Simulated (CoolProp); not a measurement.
A single-stage vapour-compression cycle with the fluid: evaporating at 314.15 K (dew point), condensing at 347.15 K (bubble point), superheat 2 K, subcooling 0 K, compressor efficiency 0.8, no pressure losses. The same conditions are run with several fluids, on thermodynamics alone (safety and materials aside).

Computed with CoolProp (reference Helmholtz-energy equation of state of each fluid (c-C4F8 (RC318): Platzer 1990; R22: Kamei 1995; n-heptane: Span 2003; propylene: Lemmon 2013; R236FA: Pan 2012; R142b: Lemmon 2006)). The equations of Platzer and Polt are older, rougher fits.

Problem. Rank c-C4F8 (RC318), R22, n-heptane, propylene, R236FA, R142b by cooling COP, highest first.

Solution. n-heptane (6.64), R142b (6.27), R236FA (5.86), R22 (5.48), c-C4F8 (RC318) (5.28), propylene (5.09)

| fluid | pressure ratio | discharge temperature (K) | refrigerating effect (kJ/kg) | volumetric capacity (kJ/m³) |
|---|---|---|---|---|
| c-C4F8 (RC318) | 2.32 | 347.2 | 58.3 | 2610 |
| R22 | 2.07 | 365.5 | 119 | 7940 |
| n-heptane | 3.62 | 347.2 | 280 | 139 |
| propylene | 1.97 | 359.1 | 199 | 7160 |
| R236FA | 2.41 | 347.2 | 93.7 | 2800 |
| R142b | 2.25 | 352.9 | 146 | 3420 |

The compression ends wet for: c-C4F8 (RC318); n-heptane; R236FA.
